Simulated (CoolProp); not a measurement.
Vapour-liquid equilibrium of CHF3 (R23) (1) + R227EA (2) at 0.0261 MPa; x and y are mole fractions of (1).

The numbers come from the multi-fluid Helmholtz-energy mixture model, Penoncello 2003 and Lemmon 2016; pair parameters Bell 2016 in CoolProp.

```tsv
x	bubble temperature (K)	y at the bubble point	dew temperature at overall composition x (K)	liquid density (mol/L)
0.05	213.0	0.652	228.5	10.19
0.2	190.4	0.949	225.6	11.57
0.35	181.7	0.981	222.3	12.89
0.5	177.4	0.990	218.3	14.35
0.65	174.9	0.994	213.1	16.05
0.8	173.0	0.997	205.6	18.12
0.95	171.2	0.999	190.2	20.71
```

No azeotrope shows between x = 0.05 and 0.95.

The pair parameters rest on a limited set of measurements; away from them the model extrapolates.
